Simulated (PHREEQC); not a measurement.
Consider water at 25 °C with 0.009 mol NaBr per kg of water. Closed to the air; pH follows from the charge balance.

Model: ion-association model, phreeqc.dat, run in PHREEQC.

This is a speciation only: nothing precipitates in the calculation.

Question: Estimate the specific conductance.

Answer: specific conductance 1060 µS/cm.
